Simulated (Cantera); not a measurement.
Input: 1 mol B, 6.9 mol H₂, at 2173.15 K and 9.10 mbar.

Cantera equilibrium calculation (NASA polynomials, part measured and part estimated; ideal gas, pure solids and liquids). The tables' values for BH₂ are old estimates; treat these amounts as uncertain. Rates play no part.

```tsv
species	before	after
H₂	0.949	0.965
H	0.0493	0.0336
BH₂	0.00111	0.00113
B	0.000207	9.42e-5
BH	2.45e-5	1.67e-5
B(s), mol	0.990	0.991
```
Gas species are given as mole fractions.

Question: What was changed between the two runs?
A) temperature from 2173.15 K to 1625 K
B) pressure from 9.10 mbar to 20.0 mbar
C) temperature from 2173.15 K to 1500 K
D) pressure from 9.10 mbar to 27.0 Pa

Answer: B, pressure from 9.10 mbar to 20.0 mbar
